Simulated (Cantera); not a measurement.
What does this Cantera script print?

```python
import numpy as np
import cantera as ct

gas_names = """
    CL CLO CL2 H HCL HOCL HO2 H2 H2O H2O2 O OH O2 O3
""".split()
cond_names = """
    H2O(s) H2O(L)
""".split()


# ... load() reads the species with a 1 bar reference pressure and builds the phases ...
atoms = {
    'HCl': {'H': 1, 'CL': 1},
    'H2O': {'H': 2, 'O': 1},
    'O2': {'O': 2},
}
top_T = {}  # K; cautious upper limits of use, not melting points


# ... equilibrate(T, P, feed) seeds the gas with the atoms and calls Mixture.equilibrate('TP', solver="vcs", rtol=1e-11, max_steps=5000) ...
results = []
feed = {'HCl': 1, 'H2O': 0.086, 'O2': 0.04}  # mol
P = 160000  # Pa
for T in [1798, 1848, 1898, 1948, 1998, 2048, 2098, 2148, 2198, 2248, 2298, 2348, 2398]:
    mix = equilibrate(T, P, feed)
    results.append((T, P, feed, dict(zip(mix.species_names, mix.species_moles))))

top = {s: max(r[3][s] / sum(r[3][g] for g in gas_names) for r in results) for s in gas_names}
cols = sorted((s for s in top if top[s] > 0.0001), key=lambda s: -top[s])[:5]
seen = [c for c in cond_names if any(r[3].get(c, 0) > 1e-12 for r in results)]
print("log10 of partial pressures in bar; condensed amounts in mol")
print(f"{'T/K':>10s}" + "".join(f"{s[:9]:>10s}" for s in cols + seen))
for T, P, feed, n in results:
    ng = sum(n[g] for g in gas_names)
    print(f"{T:10.4g}" + "".join(f"{np.log10(max(n[s] / ng * P / 1e5, 1e-99)):10.3f}" for s in cols)
          + "".join(f"{n.get(c, 0):10.4g}" for c in seen))
```

Output:

```
log10 of partial pressures in bar; condensed amounts in mol
       T/K       HCL       H2O        CL        O2       CL2
      1798     0.121    -0.764    -1.303    -1.502    -1.598
      1848     0.119    -0.762    -1.233    -1.513    -1.656
      1898     0.117    -0.759    -1.169    -1.528    -1.717
      1948     0.114    -0.755    -1.110    -1.548    -1.780
      1998     0.111    -0.749    -1.057    -1.573    -1.844
      2048     0.108    -0.743    -1.009    -1.603    -1.910
      2098     0.104    -0.737    -0.965    -1.637    -1.977
      2148     0.100    -0.730    -0.925    -1.675    -2.045
      2198     0.097    -0.724    -0.889    -1.719    -2.113
      2248     0.093    -0.718    -0.856    -1.766    -2.182
      2298     0.089    -0.713    -0.826    -1.816    -2.251
      2348     0.084    -0.709    -0.798    -1.869    -2.319
      2398     0.080    -0.706    -0.772    -1.922    -2.386
```

Cantera equilibrium calculation (NASA polynomials, part measured and part estimated; ideal gas, pure solids and liquids).
